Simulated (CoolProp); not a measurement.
Properties of R1336mzz(Z) along the isobar 3.1 MPa.

Values from CoolProp's reference Helmholtz-energy equation of state, McLinden 2020.

```csv
T (K),phase,Z,expansivity (1/kK),fugacity coefficient
351.2,liquid,0.1415,2.425,0.1314
361.8,liquid,0.1411,2.626,0.1676
372.4,liquid,0.1411,2.877,0.2096
383.1,liquid,0.1417,3.206,0.2578
393.7,liquid,0.1429,3.645,0.3109
404.3,liquid,0.1451,4.272,0.3691
415,liquid,0.1487,5.269,0.4322
425.6,liquid,0.1547,7.089,0.4980
436.2,liquid,0.1660,11.80,0.5655
446.8,supercritical,0.2122,84.15,0.6310
457.5,supercritical,0.5026,23.33,0.6723
468.1,supercritical,0.5869,12.68,0.7020
478.7,supercritical,0.6425,9.097,0.7273
489.4,supercritical,0.6852,7.227,0.7499
500,supercritical,0.7194,6.080,0.7699
```
